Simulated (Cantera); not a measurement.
An adiabatic, constant-pressure homogeneous reactor starts with CH4 : C2H6 : C3H8 : O2 : N2 = 1 : 0.088 : 2.2 : 8.47 : 31.8 (molar parts), equivalence ratio 1.6, at 1100 K and 0.650 bar.

Computed with Cantera and GRI-Mech 3.0 (53 species, 325 reactions). GRI-Mech 3.0 was tuned for natural gas; its chemistry of propane as a main component is partial and can be far from experiment.

One state of this run: T (K) = 2482; x CH4 = <1e-12; x C2H6 = <1e-12; x C3H8 = <1e-12; x C2H4 = <1e-12; x CH2CO = <1e-12; x CO = 0.116. x: mole fraction; the columns are a selection and need not sum to one.

**Question.** Which value of t (s) does it belong to?
A. 9.28e-5
B. 0.200
C. 0.00120
D. 0.0155

**Answer.** B, 0.200
